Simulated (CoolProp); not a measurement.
Vapour-liquid equilibrium of R134a (1) + R141b (2) at 17.95 °C; x and y are mole fractions of (1).

Model: multi-fluid Helmholtz-energy mixture model, Tillner-Roth 1994 and Lemmon 2006; pair parameters Bell 2016, in CoolProp.

```csv
x,"bubble pressure, mixture model (bar)","bubble pressure, Raoult's law (bar)","y, mixture model","y, Raoult's law"
0.05,?,0.8385,0.403,0.320
0.2,1.980,1.553,?,0.691
0.35,2.805,2.267,?,0.828
0.5,3.469,2.982,0.889,0.899
0.65,?,3.696,?,0.943
0.8,?,4.411,0.952,0.973
0.95,?,5.125,?,0.994
```

Problem. Fill in the missing entries.

Solution. 
- 0.05, bubble pressure, mixture model (bar): 0.9717
- 0.2, y, mixture model: 0.739
- 0.35, y, mixture model: 0.839
- 0.65, bubble pressure, mixture model (bar): 4.031
- 0.65, y, mixture model: 0.923
- 0.8, bubble pressure, mixture model (bar): 4.564
- 0.95, bubble pressure, mixture model (bar): 5.146
- 0.95, y, mixture model: 0.986

The largest gap from Raoult's law is +27.5 % in bubble pressure, at x = 0.2. No azeotrope shows between x = 0.05 and 0.95.

The pair parameters rest on a limited set of measurements; away from them the model extrapolates.
